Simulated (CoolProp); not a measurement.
Saturated liquid density (kg/m³) of dodecamethylpentasiloxane (MD3M): the reference equation beside estimates from Tc = 628.0 K, pc = 9.540 bar, ω = 0.730. Rackett uses Z = 0.29056 − 0.08775 ω.

The numbers come from the reference Helmholtz-energy equation of state, Thol 2019 in CoolProp.

```
T (K)  reference  Rackett  Redlich-Kwong  Peng-Robinson
-----  ---------  -------  -------------  -------------
472.7      691.0    840.4          547.1            [?]
484.7      676.8    821.6          533.4          678.4
496.6      662.1    802.3          519.2            [?]
508.6        [?]    782.0          504.2          645.7
520.6      630.8    760.7          488.2          627.1
532.6      613.8    738.4          471.4          606.7
544.6      595.8    714.6          453.4          584.2
556.6      576.4    689.2            [?]          559.2
568.5      555.3    661.9          413.3          531.4
580.5      531.4    631.3          390.2          499.5
592.5      503.7    596.6          364.3          462.3
604.5      469.7      [?]          333.9          417.3
```

What belongs in the gaps?


- 472.7, Peng-Robinson: 693.0
- 496.6, Peng-Robinson: 662.8
- 508.6, reference: 646.8
- 556.6, Redlich-Kwong: 434.0
- 604.5, Rackett: 554.8

Absolute difference from the reference over all 12 rows, mean and median: Rackett 20.0 and 20.1 %, Redlich-Kwong 24.1 and 23.6 %, Peng-Robinson 3.1 and 1.6 %.
